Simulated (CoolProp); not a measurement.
A single-stage vapour-compression cycle with trans-2-butene: evaporating at 261.15 K (dew point), condensing at 328.15 K (bubble point), superheat 5 K, subcooling 0 K, compressor efficiency 0.6, no pressure losses. Each further row changes one setting.

Computed with CoolProp (reference Helmholtz-energy equation of state, Lemmon 2005). It is a short technical equation, of lower accuracy than the large ones.

```
case                              cooling COP  pressure ratio  discharge temperature (K)  refrigerating effect (kJ/kg)  volumetric capacity (kJ/m³)
--------------------------------  -----------  --------------  -------------------------  ----------------------------  ---------------------------
as stated                                1.75            9.11                      367.2                           269                          422
evaporating temperature 266.15 K         1.98            7.40                      363.3                           275                          525
condensing temperature 323.15 K          1.96            8.00                      361.1                           281                          442
subcooling 5 K                           1.84            9.11                      367.2                           281                          442
superheat 15 K                           1.78            9.11                      378.2                           284                          428
compressor efficiency 0.5                1.46            9.11                      382.8                           269                          422
```
